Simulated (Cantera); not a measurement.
# Adiabatic ignition

An adiabatic, constant-pressure homogeneous reactor starts with 32.7 % CO, 6.22 % H₂, 1.44 % CH₄, 10.2 % O₂, 38.3 % N₂, 11.1 % H₂O, equivalence ratio 2.2, at 1600 K and 100000 Pa.

Detailed kinetics in Cantera: GRI-Mech 3.0 (53 species, 325 reactions).

```tsv
t (s)	T (K)	x CO	x H₂	x CH₄	x O₂	x HO₂
3.00e-6	1600	0.327	0.0622	0.0144	0.102	3.77e-7
8.88e-6	1600	0.327	0.0622	0.0144	0.101	1.70e-6
2.63e-5	1717	0.325	0.0541	0.00571	0.0828	9.41e-5
7.77e-5	2260	0.229	0.0459	<1e-12	0.0128	3.54e-6
0.000230	2551	0.229	0.0426	<1e-12	0.00667	1.91e-6
0.000681	2684	0.227	0.0409	<1e-12	0.00348	1.33e-6
0.00201	2691	0.228	0.0409	<1e-12	0.00314	1.24e-6
0.00596	2687	0.228	0.0412	<1e-12	0.00300	1.18e-6
0.0176	2686	0.228	0.0412	<1e-12	0.00297	1.17e-6
0.0522	2686	0.228	0.0412	<1e-12	0.00296	1.17e-6
0.154	2686	0.228	0.0412	<1e-12	0.00296	1.17e-6
0.457	2686	0.228	0.0412	<1e-12	0.00296	1.17e-6
1.35	2686	0.228	0.0412	<1e-12	0.00296	1.17e-6
4.00	2686	0.228	0.0412	<1e-12	0.00296	1.17e-6
```
x: mole fraction; the columns are a selection and need not sum to one.

```yaml
time_of_steepest_temperature_rise: 27.9 µs
temperature at 4.00 s: 2686 K
equilibrium_temperature: 2686 K
x(CO) at 4.00 s: 0.228 (gas-phase equilibrium 0.228)
x(H₂) at 4.00 s: 0.0412 (gas-phase equilibrium 0.0412)
x(CH₄) at 4.00 s: <1e-12 (gas-phase equilibrium <1e-12)
```
